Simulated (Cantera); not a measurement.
# Moist CO burnout

An isothermal, constant-pressure homogeneous reactor starts with CO : O2 : H2O : N2 = 0.0061 : 0.0027 : 0.061 : 0.17 (molar parts), equivalence ratio 1.1, at 1400 K and 610000 Pa.

Computed with Cantera and GRI-Mech 3.0 (53 species, 325 reactions).

```
t (s)         x CO      x O2  x H2O      x NO    x H2O2       x O     x HO2
--------  --------  --------  -----  --------  --------  --------  --------
5.00e-6     0.0254    0.0113  0.254    <1e-12  4.90e-11   2.14e-9   4.13e-9
1.66e-5     0.0254    0.0113  0.254    <1e-12  5.75e-10   5.75e-9   3.43e-8
5.52e-5     0.0254    0.0113  0.254    <1e-12   1.63e-8   9.12e-8   8.64e-7
0.000183    0.0228    0.0104  0.253  6.73e-10   1.19e-6   1.21e-5   3.45e-5
0.000610   0.00841   0.00393  0.254   2.07e-8   6.25e-7   7.60e-6   1.67e-5
0.00203    0.00161  0.000540  0.255   4.41e-8   1.09e-7   7.77e-7   2.22e-6
0.00673   0.000629   5.29e-5  0.255   5.37e-8   1.09e-8   5.39e-8   1.65e-7
0.0224    0.000534   6.15e-6  0.255   5.56e-8  7.53e-10   3.37e-9   9.50e-9
0.0743    0.000524   1.01e-6  0.255   5.55e-8  4.71e-11  2.10e-10  5.15e-10
0.247     0.000522   1.96e-7  0.255   5.51e-8  4.35e-12  2.05e-11  3.43e-11
0.820     0.000522   1.71e-8  0.255   5.46e-8  1.50e-12  8.06e-12  1.96e-12
2.73      0.000522  3.89e-10  0.255   5.30e-8  1.36e-12  7.45e-12    <1e-12
9.06      0.000522  3.73e-10  0.255   4.82e-8  1.36e-12  7.45e-12    <1e-12
30.1      0.000522  3.73e-10  0.255   3.68e-8  1.36e-12  7.45e-12    <1e-12
100       0.000522  3.73e-10  0.255   2.31e-8  1.36e-12  7.45e-12    <1e-12
```
x: mole fraction; the columns are a selection and need not sum to one.

Equilibrium at this temperature and pressure: CO 0.000522, O2 3.73e-10, H2O 0.255, NO 2.93e-8, H2O2 1.36e-12, O 7.45e-12, HO2 <1e-12 (gas phase only).
